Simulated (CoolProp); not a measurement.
Properties of decamethylcyclopentasiloxane (D5) along the isobar 3.36 bar.

Values from CoolProp's reference Helmholtz-energy equation of state, Thol 2019.

| T (K) | phase | cv (kJ/(kg K)) | speed of sound (m/s) | Joule-Thomson coefficient (K/MPa) |
|---|---|---|---|---|
| 463.2 | liquid | 1.725 | 469.4 | -0.1685 |
| 478.9 | liquid | 1.753 | 429.9 | -0.1137 |
| 494.6 | liquid | 1.780 | 390.2 | -0.04335 |
| 510.2 | liquid | 1.808 | 350.4 | 0.05019 |
| 525.9 | liquid | 1.835 | 309.3 | 0.1832 |
| 541.6 | liquid | 1.862 | 266.4 | 0.3869 |
| 557.3 | gas | 1.846 | 89.61 | 18.51 |
| 573 | gas | 1.870 | 94.01 | 15.86 |
| 588.6 | gas | 1.894 | 97.82 | 13.85 |
| 604.3 | gas | 1.918 | 101.3 | 12.25 |
| 620 | gas | 1.941 | 104.4 | 10.95 |
